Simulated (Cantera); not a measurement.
An adiabatic, constant-pressure homogeneous reactor starts with 16.4 % CH4, 1.08 % C2H6, 17.3 % O2, 65.2 % N2, at 1750 K and 2.20 bar.

Computed with Cantera and GRI-Mech 3.0 (53 species, 325 reactions).

x: mole fraction; the columns are a selection and need not sum to one.

```
t (s)     T (K)     x CH4    x C2H6     x O2     x HO2     x C2H     x CH2    x C2H2
--------  -----  --------  --------  -------  --------  --------  --------  --------
8.00e-6    1742     0.160   0.00860    0.171   8.54e-5  1.37e-10         ?   6.07e-6
2.05e-5    1783     0.144   0.00600    0.160  0.000248   1.33e-8         ?  0.000192
5.28e-5    2707  0.000875   9.05e-8  4.01e-5   3.25e-8   3.26e-5         ?   0.00527
0.000136   2685   4.10e-6  2.17e-12  1.97e-5   2.34e-8   6.85e-8         ?   1.07e-5
0.000348   2665  6.24e-11    <1e-12  3.10e-5   3.70e-8    <1e-12  1.18e-11    <1e-12
0.000894   2663  5.20e-11    <1e-12  3.27e-5   3.90e-8    <1e-12  1.02e-11    <1e-12
0.00230    2663  5.13e-11    <1e-12  3.29e-5   3.92e-8    <1e-12  1.01e-11    <1e-12
0.00590    2664  5.10e-11    <1e-12  3.29e-5   3.93e-8    <1e-12  1.00e-11    <1e-12
0.0152     2664  5.10e-11    <1e-12  3.29e-5   3.93e-8    <1e-12  1.00e-11    <1e-12
0.0389     2664  5.10e-11    <1e-12  3.29e-5   3.93e-8    <1e-12  1.00e-11    <1e-12
0.100      2664  5.10e-11    <1e-12  3.29e-5   3.93e-8    <1e-12  1.00e-11    <1e-12
```

**Question.** Complete the blanks.

**Answer.** 
- 8.00e-6, x CH2: 7.99e-7
- 2.05e-5, x CH2: 2.87e-6
- 5.28e-5, x CH2: 9.33e-5
- 0.000136, x CH2: 4.29e-7
